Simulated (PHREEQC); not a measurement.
A PHREEQC input (ion-association model, phreeqc.dat):

```
SOLUTION 1
  temp 25
  units mg/kgw
  pH 7.55
  pe 8.8
  Na 6060
  K 138
  Ca 89.3
  Mg 219
  Cl 10100 charge
  Li 0.1 charge
  S(6) 195 as SO4
  Alkalinity 235 as HCO3
  B 0.577
  Si 90.1 as SiO2
END
USE solution 1
EQUILIBRIUM_PHASES 1
  Gypsum 0 0
  CO2(g) -3.4 10
END
```

It stops with these messages:

```
ERROR: Charge balance specified for more than one species.
ERROR: Program terminating due to input errors.
```

The fault: two constituents marked charge. The line should read `Cl 10100` where the input has `Cl 10100 charge / Li 0.1 charge`. With the mend the run ends at pH 8.51 and ionic strength 0.302 mol/kgw.
